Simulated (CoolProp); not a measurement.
n-pentane at several states: Z from the reference equation and from simpler models built on Tc = 469.7 K, pc = 3.368 MPa, ω = 0.251; each cubic takes its own stable root.

The numbers come from the reference Helmholtz-energy equation of state, Thol 2019 in CoolProp.

```
T (K)  p (MPa)  phase  reference  Pitzer virial  van der Waals  Redlich-Kwong
-----  -------  -----  ---------  -------------  -------------  -------------
476.2     1.41    gas     0.8476              …              …              …
537.5    0.582    gas     0.9622              …         0.9621              …
484.5    0.063    gas     0.9942         0.9942         0.9948         0.9942
```

Problem. Fill in the missing entries.

Solution. 
- 476.2, Pitzer virial: 0.8614
- 476.2, van der Waals: 0.8648
- 476.2, Redlich-Kwong: 0.8484
- 537.5, Pitzer virial: 0.9627
- 537.5, Redlich-Kwong: 0.9596
